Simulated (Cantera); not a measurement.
What does this Cantera script print?

```python
import numpy as np
import cantera as ct

gas_names = """
    C CH CH2 CH3 CH4 C2 C2H C2H2,acetylene C2H2,vinylidene C2H3,vinyl C2H4 C2H5 C2H6 C3 C3H3,propargyl
    C3H4,allene C3H4,propyne C3H4,cyclo- C3H5,allyl C3H6,propylene C3H6,cyclo- C3H7,n-propyl
    C3H7,i-propyl C3H8 C4 C4H2 C4H4,1,3-cyclo- C4H6,butadiene C4H6,2-butyne C4H6,cyclo- C4H8,1-butene
    C4H8,cis2-buten C4H8,tr2-butene C4H8,isobutene C4H8,cyclo- C4H9,n-butyl C4H9,i-butyl C4H9,s-butyl
    C4H9,t-butyl C4H10,isobutane C4H10,n-butane C5 C5H6,1,3cyclo- C5H8,cyclo- C5H10,1-pentene
    C5H10,cyclo- C5H11,pentyl C5H11,t-pentyl C5H12,n-pentane C5H12,i-pentane CH3C(CH3)2CH3 C6H2
    C6H5,phenyl C6H6 C6H10,cyclo- C6H12,1-hexene C6H12,cyclo- C6H13,n-hexyl C7H7,benzyl C7H8
    C7H14,1-heptene C7H15,n-heptyl C7H16,n-heptane C8H8,styrene C8H10,ethylbenz C8H16,1-octene
    C8H17,n-octyl C8H18,isooctane C8H18,n-octane C9H19,n-nonyl C10H8,naphthale C10H21,n-decyl
    C12H9,o-bipheny C12H10,bipheny H H2
""".split()
cond_names = """
    C(gr) C6H6(L) C7H8(L) C8H18(L),n-octa
""".split()


def load(file, names, dense=False):
    # The tables refer to 1 bar. Condensed volumes are neglected.
    table = {s.name: s for s in ct.Species.list_from_file(file)}
    out = []
    for n in names:
        d = dict(table[n].input_data)
        d["thermo"] = dict(d["thermo"], **{"reference-pressure": 1e5})
        if dense:
            d["equation-of-state"] = {"model": "constant-volume", "density": "1e6 g/cm^3"}
        out.append(ct.Species.from_dict(d))
    return out


gas = ct.Solution(thermo="ideal-gas", species=load("nasa_gas.yaml", gas_names))
cond = {s.name: ct.Solution(thermo="fixed-stoichiometry", species=[s], name=s.name)
        for s in load("nasa_condensed.yaml", cond_names, dense=True)}
atoms = {
    'C2H4': {'C': 2, 'H': 4},
    'H2': {'H': 2},
}
top_T = {'C(gr)': 4500}  # K; cautious upper limits of use, not melting points


def equilibrate(T, P, feed):
    n = {}
    for name, mol in feed.items():
        for a, k in atoms[name].items():
            n[a] = n.get(a, 0.0) + k * mol
    gas.TPX = T, P, n
    mass = sum(n.values()) * gas.mean_molecular_weight
    gas.equilibrate("TP")
    valid = [c for c in cond.values() if c.min_temp <= T <= top_T.get(c.name, c.max_temp)]
    mix = ct.Mixture([(gas, mass / gas.mean_molecular_weight)] + [(c, 0.0) for c in valid])
    mix.T, mix.P = T, P
    mix.equilibrate("TP", solver="vcs", rtol=1e-11, max_steps=5000)
    return mix


results = []
feed = {'C2H4': 1, 'H2': 0.45}  # mol
P = 440000  # Pa
for T in [1698, 1848, 1998, 2148, 2298, 2448, 2598, 2748]:
    mix = equilibrate(T, P, feed)
    results.append((T, P, feed, dict(zip(mix.species_names, mix.species_moles))))
    x = sorted(zip(gas.X, gas.species_names), reverse=True)
    print(f"T = {T:g} K  P = {P:g} Pa  gas = {mix.phase_moles(0):.4g} mol")
    print("   x: " + "  ".join(f"{s} {v:.3e}" for v, s in x if v > 0.0001))
    print("   condensed (mol): " + ("  ".join(f"{mix.phase(i).name} {mix.phase_moles(i):.4g}"
          for i in range(1, mix.n_phases) if mix.phase_moles(i) > 1e-12) or "none"))
```

It prints:

```
T = 1698 K  P = 440000 Pa  gas = 2.438 mol
   x: H2 9.950e-01  CH4 4.808e-03
   condensed (mol): C(gr) 1.988
T = 1848 K  P = 440000 Pa  gas = 2.443 mol
   x: H2 9.966e-01  CH4 2.879e-03  C2H2,acetylene 2.566e-04  H 2.523e-04
   condensed (mol): C(gr) 1.992
T = 1998 K  P = 440000 Pa  gas = 2.446 mol
   x: H2 9.966e-01  CH4 1.865e-03  H 7.634e-04  C2H2,acetylene 7.555e-04
   condensed (mol): C(gr) 1.992
T = 2148 K  P = 440000 Pa  gas = 2.449 mol
   x: H2 9.947e-01  H 1.982e-03  C2H2,acetylene 1.905e-03  CH4 1.284e-03
   condensed (mol): C(gr) 1.987
T = 2298 K  P = 440000 Pa  gas = 2.453 mol
   x: H2 9.902e-01  H 4.544e-03  C2H2,acetylene 4.236e-03  CH4 9.272e-04
   condensed (mol): C(gr) 1.976
T = 2448 K  P = 440000 Pa  gas = 2.46 mol
   x: H2 9.812e-01  H 9.401e-03  C2H2,acetylene 8.485e-03  CH4 6.927e-04  CH3 1.208e-04
   condensed (mol): C(gr) 1.956
T = 2598 K  P = 440000 Pa  gas = 2.47 mol
   x: H2 9.657e-01  H 1.784e-02  C2H2,acetylene 1.554e-02  CH4 5.290e-04  CH3 1.717e-04  C4H2 1.036e-04
   condensed (mol): C(gr) 1.92
T = 2748 K  P = 440000 Pa  gas = 2.488 mol
   x: H2 9.411e-01  H 3.141e-02  C2H2,acetylene 2.630e-02  CH4 4.081e-04  C4H2 3.056e-04  CH3 2.306e-04  C2H 1.014e-04
   condensed (mol): C(gr) 1.863
```

Cantera equilibrium calculation (NASA polynomials, part measured and part estimated; ideal gas, pure solids and liquids).
